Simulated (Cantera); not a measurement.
A closed system holds: 1 mol FeCl₃, 0.43 mol H₂O, 0.16 mol H₂, at 1425 K and 0.810 Pa.

Cantera equilibrium calculation (NASA polynomials, part measured and part estimated; ideal gas, pure solids and liquids). Rates play no part.

```
species          before     after
-------------  --------  --------
HCl               0.423     0.468
FeCl₂             0.382     0.364
Cl                0.113    0.0858
H₂O              0.0443    0.0647
O₂               0.0366    0.0170
H₂              5.35e-5  0.000115
Cl₂             8.83e-5   5.05e-5
O               9.33e-5   6.37e-5
H               1.75e-5   2.57e-5
FeCl₃           5.50e-5   3.96e-5
OH             0.000317  0.000317
Fe₃O₄(s), mol    0.0395    0.0494
```
Gas species are given as mole fractions.

Question: What was changed between the two runs?
A) H₂ from 0.16 to 0.27 mol
B) H₂ from 0.16 to 0.42 mol
C) H₂ from 0.16 to 1.2 mol
D) H₂O from 0.43 to 12 mol

Answer: A, H₂ from 0.16 to 0.27 mol
